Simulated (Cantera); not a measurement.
Cantera run:

```python
import numpy as np
import cantera as ct

gas_names = """
    CL CLO CL2 H HCL HOCL HO2 H2 H2O H2O2 Mg MgCL MgCL2 MgH MgO MgOH MgO2H2 Mg2 O OH O2 O3 Si SiCL SiCL2
    SiCL3 SiCL4 SiH SiHCL3 SiH2 SiH2CL2 SiH3 SiH3CL SiH4 SiO SiO2 Si2 Si3
""".split()
cond_names = """
    H2O(s) H2O(L) Mg(cr) Mg(L) MgCL2(s) MgCL2(L) MgO(s) MgO(L) MgO2H2(s) MgSiO3(I) MgSiO3(II)
    MgSiO3(III) MgSiO3(L) Mg2SiO4(s) Mg2SiO4(L) Si(cr) Si(L) SiO2(Lqz) SiO2(hqz) SiO2(L)
""".split()


def load(file, names, dense=False):
    # The tables refer to 1 bar. Condensed volumes are neglected.
    table = {s.name: s for s in ct.Species.list_from_file(file)}
    out = []
    for n in names:
        d = dict(table[n].input_data)
        d["thermo"] = dict(d["thermo"], **{"reference-pressure": 1e5})
        if dense:
            d["equation-of-state"] = {"model": "constant-volume", "density": "1e6 g/cm^3"}
        out.append(ct.Species.from_dict(d))
    return out


gas = ct.Solution(thermo="ideal-gas", species=load("nasa_gas.yaml", gas_names))
cond = {s.name: ct.Solution(thermo="fixed-stoichiometry", species=[s], name=s.name)
        for s in load("nasa_condensed.yaml", cond_names, dense=True)}
atoms = {
    'MgO': {'Mg': 1, 'O': 1},
    'SiCl4': {'Si': 1, 'CL': 4},
    'O2': {'O': 2},
    'HCl': {'H': 1, 'CL': 1},
}
top_T = {}  # K; cautious upper limits of use, not melting points


def equilibrate(T, P, feed):
    n = {}
    for name, mol in feed.items():
        for a, k in atoms[name].items():
            n[a] = n.get(a, 0.0) + k * mol
    gas.TPX = T, P, n
    mass = sum(n.values()) * gas.mean_molecular_weight
    gas.equilibrate("TP")
    valid = [c for c in cond.values() if c.min_temp <= T <= top_T.get(c.name, c.max_temp)]
    mix = ct.Mixture([(gas, mass / gas.mean_molecular_weight)] + [(c, 0.0) for c in valid])
    mix.T, mix.P = T, P
    mix.equilibrate("TP", solver="vcs", rtol=1e-11, max_steps=5000)
    return mix


results = []
feed = {'MgO': 1, 'SiCl4': 0.43, 'O2': 2.7, 'HCl': 69}  # mol
T = 1073.15  # K
P = 133.322  # Pa
mix = equilibrate(T, P, feed)
results.append((T, P, feed, dict(zip(mix.species_names, mix.species_moles))))
print(gas.report(threshold=1e-05))
for i in range(1, mix.n_phases):
    print(f"{mix.phase(i).name:16s} {mix.phase_moles(i):12.5e} mol")
```

Output:

```
       temperature   1073.2 K
          pressure   133.32 Pa
           density   0.00055516 kg/m^3
  mean mol. weight   37.155 kg/kmol
   phase of matter   gas

                          1 kg             1 kmol
                     ---------------   ---------------
          enthalpy       -1.8034e+06       -6.7006e+07  J
   internal energy       -2.0436e+06       -7.5929e+07  J
           entropy              7694        2.8587e+05  J/K
    Gibbs function        -1.006e+07       -3.7378e+08  J
 heat capacity c_p             876.3             32558  J/K
 heat capacity c_v            652.52             24244  J/K

                      mass frac. Y      mole frac. X     chem. pot. / RT
                     ---------------   ---------------   ---------------
                CL         0.0051703         0.0054189           -19.621
               CL2          0.064342          0.033718           -39.241
               HCL           0.89592           0.91303           -41.516
               H2O          0.012763          0.026323           -62.449
             MgCL2         0.0049501         0.0019318           -94.178
                O2          0.016856          0.019572           -37.316
     [  +32 minor]        3.5164e-06        2.9617e-06

Mg(L)             0.00000e+00 mol
MgCL2(L)          0.00000e+00 mol
MgO(s)            1.96711e-03 mol
MgSiO3(II)        0.00000e+00 mol
Mg2SiO4(s)        4.30000e-01 mol
Si(cr)            0.00000e+00 mol
SiO2(hqz)         0.00000e+00 mol
```

These are equilibrium values from Cantera (NASA tables, ideal gas, pure condensed phases), not measurements of a reactor. Mutual solubility and eutectic melting of coexisting phases are not modelled. Condensed phases not in the tables: alloys, solid solutions and most ternary compounds.
